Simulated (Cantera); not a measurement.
A freely propagating, adiabatic, planar premixed flame of CO : H₂ : CH₄ : O₂ : N₂ = 1 : 0.33 : 1.4 : 2.31 : 8.69 (molar parts), unburnt at 625 K and 2.96 atm; mixture-averaged transport, grid criteria slope 0.08 and curve 0.16, no radiation.

Cantera simulation using GRI-Mech 3.0 (53 species, 325 reactions); the numbers are that mechanism's predictions, not measurements. Burning velocities carry a grid error of a few per cent, more on coarse grids.

x: mole fraction of selected species; z is measured from the peak of heat release.

| z (mm) | T (K) | u (m/s) | x CO | x H₂ | x CH₄ | x NO | x H₂O₂ | x C₂H₂ |
|---|---|---|---|---|---|---|---|---|
| -0.539 | 626 | 0.711 | 0.0727 | 0.0258 | 0.102 | <1e-8 | 5.09e-8 | 4.24e-8 |
| -0.359 | 631 | 0.719 | 0.0725 | 0.0285 | 0.101 | … | 4.88e-7 | 5.24e-7 |
| -0.270 | 652 | 0.745 | 0.0726 | 0.0317 | 0.0994 | … | 2.34e-6 | 3.29e-6 |
| -0.180 | 760 | 0.875 | 0.0741 | 0.0373 | 0.0922 | … | 1.23e-5 | 2.88e-5 |
| -0.0899 | 1200 | 1.40 | 0.0857 | 0.0458 | 0.0627 | … | 2.61e-5 | 0.000233 |
| -0.0449 | 1583 | 1.87 | 0.0997 | 0.0502 | 0.0350 | … | 6.67e-6 | 0.000579 |
| 0 | 1929 | 2.29 | 0.114 | 0.0525 | 0.0105 | … | 1.97e-6 | 0.00110 |
| 0.0449 | 2098 | 2.49 | 0.116 | 0.0519 | 0.00178 | … | 5.13e-7 | 0.000732 |
| 0.0899 | 2152 | 2.55 | 0.113 | 0.0519 | 0.000290 | … | 1.60e-7 | 0.000260 |
| 0.180 | 2179 | 2.57 | 0.109 | 0.0532 | 1.44e-5 | … | 5.82e-8 | 3.08e-5 |
| 0.359 | 2197 | 2.59 | 0.107 | 0.0542 | 2.91e-7 | … | 3.40e-8 | 1.21e-6 |
| 0.719 | 2213 | 2.61 | 0.107 | 0.0546 | <1e-8 | 0.000111 | 1.83e-8 | 2.61e-8 |
| 1.44 | 2224 | 2.62 | 0.107 | 0.0548 | <1e-8 | 0.000113 | <1e-8 | <1e-8 |

### Question
Fill in the missing entries.

### Answer

- -0.359, x NO: 1.69e-8
- -0.270, x NO: 8.99e-8
- -0.180, x NO: 7.45e-7
- -0.0899, x NO: 6.50e-6
- -0.0449, x NO: 1.39e-5
- 0, x NO: 2.59e-5
- 0.0449, x NO: 4.41e-5
- 0.0899, x NO: 6.25e-5
- 0.180, x NO: 8.54e-5
- 0.359, x NO: 0.000102
